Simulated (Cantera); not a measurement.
A Cantera script and its output.

```python
import numpy as np
import cantera as ct

gas = ct.Solution("gri30.yaml")


def delay(T, t_max=10):
    gas.TPX = T, 1000000, {'CH4': 1, 'O2': 2.27, 'N2': 8.55, 'H2O': 2}
    reactor = ct.IdealGasReactor(gas, clone=False)
    net = ct.ReactorNet([reactor])
    net.rtol, net.atol = 1e-8, 1e-16
    while net.time < t_max:
        t_old, T_old = net.time, reactor.T
        net.step()
        if reactor.T > T + 400:  # ignition: a rise of 400 K
            return t_old + (T + 400 - T_old) / (reactor.T - T_old) * (net.time - t_old)
    return np.nan


taus = []
for T in [1223, 1273, 1323, 1373, 1423, 1473]:
    taus.append(delay(T))
    print(f"T0 = {T:6g} K   tau = {taus[-1]:.4e} s")
```

It prints:

```
T0 =   1223 K   tau = 3.5511e-03 s
T0 =   1273 K   tau = 2.0375e-03 s
T0 =   1323 K   tau = 1.2042e-03 s
T0 =   1373 K   tau = 7.2718e-04 s
T0 =   1423 K   tau = 4.4584e-04 s
T0 =   1473 K   tau = 2.7636e-04 s
```

Cantera simulation using GRI-Mech 3.0 (53 species, 325 reactions); the numbers are that mechanism's predictions, not measurements.
